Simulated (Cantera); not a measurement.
# NO annealing gas

An isothermal, constant-pressure homogeneous reactor starts with 7.69 % NO, 92.3 % N₂, at 2073 K and 100.0 Torr.

Detailed kinetics in Cantera: GRI-Mech 3.0 (53 species, 325 reactions).

```json
[
 {"t (s)": "4.00e-5", "x NO": "0.0769", "x O₂": "2.69e-11", "x NO₂": "1.21e-10", "x N₂": "0.923", "x N₂O": "6.05e-8"},
 {"t (s)": "0.000169", "x NO": "0.0769", "x O₂": "4.85e-10", "x NO₂": "1.90e-9", "x N₂": "0.923", "x N₂O": "2.47e-7"},
 {"t (s)": "0.000711", "x NO": "0.0769", "x O₂": "9.29e-9", "x NO₂": "2.26e-8", "x N₂": "0.923", "x N₂O": "9.08e-7"},
 {"t (s)": "0.00300", "x NO": "0.0769", "x O₂": "2.05e-7", "x NO₂": "1.75e-7", "x N₂": "0.923", "x N₂O": "2.31e-6"},
 {"t (s)": "0.0126", "x NO": "0.0769", "x O₂": "4.89e-6", "x NO₂": "9.51e-7", "x N₂": "0.923", "x N₂O": "2.89e-6"},
 {"t (s)": "0.0533", "x NO": "0.0766", "x O₂": "9.61e-5", "x NO₂": "2.95e-6", "x N₂": "0.923", "x N₂O": "2.82e-6"},
 {"t (s)": "0.225", "x NO": "0.0751", "x O₂": "0.000842", "x NO₂": "4.16e-6", "x N₂": "0.924", "x N₂O": "2.68e-6"},
 {"t (s)": "0.949", "x NO": "0.0673", "x O₂": "0.00469", "x NO₂": "6.17e-6", "x N₂": "0.928", "x N₂O": "2.11e-6"},
 {"t (s)": "4.00", "x NO": "0.0336", "x O₂": "0.0214", "x NO₂": "6.04e-6", "x N₂": "0.944", "x N₂O": "5.58e-7"}
]
```
x: mole fraction; the columns are a selection and need not sum to one.

Equilibrium at this temperature and pressure: NO 0.00426, O₂ 0.0360, NO₂ 9.87e-7, N₂ 0.959, N₂O 9.61e-8 (gas phase only).
